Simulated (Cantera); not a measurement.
What does this Cantera script print?

```python
import numpy as np
import cantera as ct

gas_names = """
    H HNO HNO2 HNO3 HO2 H2 H2O H2O2 N NH NH2 NH3 NH2OH NO NO2 NO3 N2 N2H2 N2H4 N2O O OH O2 O3 Si SiH
    SiH2 SiH3 SiH4 SiN SiO SiO2 Si2 Si2N Si3
""".split()
cond_names = """
    H2O(s) H2O(L) Si(cr) Si(L) SiO2(Lqz) SiO2(hqz) SiO2(L) Si2N2O(s) Si3N4(a)
""".split()


# ... load() reads the species with a 1 bar reference pressure and builds the phases ...
atoms = {
    'Si3N4': {'Si': 3, 'N': 4},
    'N2O': {'N': 2, 'O': 1},
    'H2': {'H': 2},
}
top_T = {'Si2N2O(s)': 2100, 'Si3N4(a)': 2400}  # K; cautious upper limits of use, not melting points


# ... equilibrate(T, P, feed) seeds the gas with the atoms and calls Mixture.equilibrate('TP', solver="vcs", rtol=1e-11, max_steps=5000) ...
results = []
feed = {'Si3N4': 1, 'N2O': 2.6, 'H2': 11}  # mol
P = 16  # Pa
for T in [1373, 1448, 1523, 1598, 1673, 1748, 1823]:
    mix = equilibrate(T, P, feed)
    results.append((T, P, feed, dict(zip(mix.species_names, mix.species_moles))))

top = {s: max(r[3][s] / sum(r[3][g] for g in gas_names) for r in results) for s in gas_names}
cols = sorted((s for s in top if top[s] > 1e-06), key=lambda s: -top[s])[:6]
seen = [c for c in cond_names if any(r[3].get(c, 0) > 1e-12 for r in results)]
print("log10 of partial pressures in bar; condensed amounts in mol")
print(f"{'T/K':>10s}" + "".join(f"{s[:9]:>10s}" for s in cols + seen))
for T, P, feed, n in results:
    ng = sum(n[g] for g in gas_names)
    print(f"{T:10.4g}" + "".join(f"{np.log10(max(n[s] / ng * P / 1e5, 1e-99)):10.3f}" for s in cols)
          + "".join(f"{n.get(c, 0):10.4g}" for c in seen))
```

It prints:

```
log10 of partial pressures in bar; condensed amounts in mol
       T/K        H2        N2       SiO         H        Si       SiH    Si(cr)     Si(L) SiO2(hqz) Si2N2O(s)
      1373    -3.921    -4.416    -5.799    -7.438   -12.239   -13.444         0         0    0.6847     1.085
      1448    -3.975    -4.414    -4.809    -7.023   -10.728   -12.113         0         0    0.1955    0.5958
      1523    -3.996    -4.413    -4.694    -6.634    -8.591   -10.123         0         0         0    0.3997
      1598    -4.017    -4.394    -4.642    -6.282    -7.029    -8.696    0.3887         0         0         0
      1673    -4.020    -4.396    -4.644    -5.953    -6.379    -8.161    0.3498         0         0         0
      1748    -4.027    -4.400    -4.648    -5.655    -5.837    -7.726         0    0.2245         0         0
      1823    -4.039    -4.408    -4.656    -5.383    -5.482    -7.473         0         0         0         0
```

Cantera equilibrium calculation (NASA polynomials, part measured and part estimated; ideal gas, pure solids and liquids). Mutual solubility and eutectic melting of coexisting phases are not modelled. The tables' values for SiN are old estimates; treat these amounts as uncertain. The tables hold silica as quartz up to 1696 K and as liquid above; real silica turns to tridymite and cristobalite and melts near 1996 K. Gases not in the tables: Si2H6 and higher silanes.
